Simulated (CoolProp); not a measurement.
Vapour-liquid equilibrium of hydrogen sulfide (1) + isobutane (2) at -73.95 °C; x and y are mole fractions of (1).

The numbers come from the multi-fluid Helmholtz-energy mixture model, Lemmon 2006 and Bücker 2006; pair parameters Kunz 2012 in CoolProp.

```json
[
 {"x": "0.05", "bubble pressure (MPa)": "0.009595", "y at the bubble point": "0.642", "dew pressure at overall composition x (MPa)": "0.003781", "liquid density (mol/L)": "11.73"},
 {"x": "0.2", "bubble pressure (MPa)": "0.02539", "y at the bubble point": "0.883", "dew pressure at overall composition x (MPa)": "0.004467", "liquid density (mol/L)": "13.07"},
 {"x": "0.35", "bubble pressure (MPa)": "0.03512", "y at the bubble point": "0.925", "dew pressure at overall composition x (MPa)": "0.005457", "liquid density (mol/L)": "14.66"},
 {"x": "0.5", "bubble pressure (MPa)": "0.03960", "y at the bubble point": "0.940", "dew pressure at overall composition x (MPa)": "0.007008", "liquid density (mol/L)": "16.61"},
 {"x": "0.65", "bubble pressure (MPa)": "0.04161", "y at the bubble point": "0.947", "dew pressure at overall composition x (MPa)": "0.009791", "liquid density (mol/L)": "19.07"},
 {"x": "0.8", "bubble pressure (MPa)": "0.04352", "y at the bubble point": "0.956", "dew pressure at overall composition x (MPa)": "0.01623", "liquid density (mol/L)": "22.28"},
 {"x": "0.95", "bubble pressure (MPa)": "0.04666", "y at the bubble point": "0.983", "dew pressure at overall composition x (MPa)": "0.04236", "liquid density (mol/L)": "26.69"}
]
```

No azeotrope shows between x = 0.05 and 0.95.

The pair parameters rest on a limited set of measurements; away from them the model extrapolates. With so large a gap from Raoult's law the liquid may split in two, which this calculation doesn't test in full.
